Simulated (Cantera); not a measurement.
**Equilibrium for boron, boron nitride and boron oxide: borazine + H2**

Feed: 1 mol borazine, 16 mol H2, held at 2027 °C and 750 Torr.

Equilibrium computed with Cantera from the NASA thermochemical tables; the gas is ideal and each condensed phase is pure. Candidate condensed phases: B, BN; 15 gas species. The feed counts by its element totals alone. Mutual solubility and eutectic melting of coexisting phases are not modelled. The tables' values for BH2 are old estimates; treat these amounts as uncertain. Gases not in the tables: B2H6 and higher boranes. Kinetics and transport are ignored.

```
Item            Value
----------  ---------
x(H2)           0.983
x(H)          0.00959
x(N2)         0.00575
x(BH2)        0.00204
x(BH3)        6.81e-5
x(B)          1.01e-5
x(BH)         8.82e-6
n(B(s))     0.180 mol
n(BN(s))     2.78 mol
gas amount  19.20 mol
```
